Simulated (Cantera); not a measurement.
A closed system holds: 1 mol AlCl3, 19 mol N2, at 2150 K and 100000 Pa.

These are equilibrium values from Cantera (NASA tables, ideal gas, pure condensed phases), not measurements of a reactor. Candidate condensed phases: Al, AlCl3, AlN; 11 gas species. The tables' values for AlCl2 are old estimates; treat these amounts as uncertain. Rates play no part.

Base state: N2 0.943, AlCl3 0.0434, Cl 0.00711, AlCl2 0.00528, AlCl 0.000943, Cl2 3.19e-5 (mole fractions); condensed: gas only.

Question: What changes in the equilibrium state with this change: pressure from 100000 Pa to 130 Pa?

Answer: 
```csv
species,before,after
N2,0.943,0.868
Cl,0.00711,0.0868
AlCl,0.000943,0.0414
AlCl3,0.0434,0.000480
Al,4.17e-8,0.000115
Cl2,3.19e-5,6.18e-6
AlCl2,0.00528,0.00368
```
